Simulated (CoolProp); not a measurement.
Properties of CH2F2 (R32) along the isotherm 381.9 K (Tc = 351.3 K, pc = 57.83 bar, ω = 0.277).

Model: reference Helmholtz-energy equation of state, Tillner-Roth 1997, in CoolProp.

```
p (bar)          phase  cp (kJ/(kg K))  speed of sound (m/s)  expansivity (1/kK)
-------  -------------  --------------  --------------------  ------------------
36.1               gas           1.338                 238.5               5.376
72.3     supercritical           2.658                 202.6               15.91
108      supercritical           3.816                 231.6               21.51
145      supercritical           2.546                 319.7               9.672
181      supercritical           2.181                 381.5               6.608
217      supercritical           2.004                 430.4               5.190
253      supercritical           1.897                 471.6               4.360
289      supercritical           1.826                 507.6               3.810
325      supercritical           1.774                 539.8               3.413
361      supercritical           1.735                 569.2               3.113
398      supercritical           1.703                 597.1               2.870
434      supercritical           1.678                 622.4               2.678
470      supercritical           1.657                 646.2               2.518
506      supercritical           1.639                 668.7               2.383
542      supercritical           1.624                 690.0               2.267
578      supercritical           1.611                 710.4               2.165
```

The peak of cp marks the crossing from liquid-like to gas-like fluid above the critical point.
